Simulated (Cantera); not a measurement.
Input: 1 mol Ta2O5, a varied amount of C, 6 mol H2, equilibrated at 13.0 mbar.

Equilibrium computed with Cantera from the NASA thermochemical tables; the gas is ideal and each condensed phase is pure. Candidate condensed phases: C, C6H6, C7H8, C8H18, H2O, Ta, TaC, Ta2O5; 113 gas species. Mutual solubility and eutectic melting of coexisting phases are not modelled. TaC: taken at fixed stoichiometry. Condensed phases not in the tables: Ta2C, N, O or C dissolved in the metal. Equilibrium is a limit: real reactors are often held back by kinetics, nucleation or transport.

Question: What condenses at these points (T in K, n(C) in mol): (823, 4.8); (1573, 4.8); (1723, 4.1); (973, 4.1); (1873, 4.8); (2023, 4.1); (2173, 2.1); (2623, 0.72)?

Answer: 
| T (K) | n(C) in mol | condensed phases | Ta condensed (%) |
|---|---|---|---|
| 823 | 4.8 | C + Ta2O5 | 100.0 |
| 1573 | 4.8 | TaC + Ta2O5 | 100.0 |
| 1723 | 4.1 | TaC + Ta2O5 | 100.0 |
| 973 | 4.1 | C + TaC + Ta2O5 | 100.0 |
| 1873 | 4.8 | TaC + Ta2O5 | 100.0 |
| 2023 | 4.1 | Ta + TaC + Ta2O5 | 99.9 |
| 2173 | 2.1 | Ta + Ta2O5 | 99.5 |
| 2623 | 0.72 | Ta2O5 | 37.6 |
